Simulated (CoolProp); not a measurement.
Ammonia along the isotherm 459 K: density (kg/m³) from the reference equation and from simpler models built on Tc = 405.6 K, pc = 11.36 MPa, ω = 0.256; each cubic takes its own stable root.

Model: reference Helmholtz-energy equation of state, Gao 2020, in CoolProp.

```tsv
p (MPa)	phase	reference
4.73	gas	23.54
9.47	gas	54.16
14.2	supercritical	97.65
18.9	supercritical	164.7
23.7	supercritical	249.9
28.4	supercritical	309.3
33.1	supercritical	346.4
37.9	supercritical	372.9
42.6	supercritical	392.6
47.3	supercritical	408.7
52.1	supercritical	422.4
56.8	supercritical	434.1
```

How far does each simpler model (ideal gas, van der Waals, Redlich-Kwong, Soave-Redlich-Kwong, Peng-Robinson) lie from the reference over these 12 states: mean and median of the absolute difference, and the worst?


- ideal gas: mean 44.3 %, median 48.6 %, worst -59.0 % at 459 K and 28.4 MPa
- van der Waals: mean 19.2 %, median 24.9 %, worst -32.4 % at 459 K and 56.8 MPa
- Redlich-Kwong: mean 11.7 %, median 17.2 %, worst -18.8 % at 459 K and 42.6 MPa
- Soave-Redlich-Kwong: mean 16.5 %, median 21.5 %, worst -23.4 % at 459 K and 33.1 MPa
- Peng-Robinson: mean 10.9 %, median 14.3 %, worst -17.0 % at 459 K and 28.4 MPa
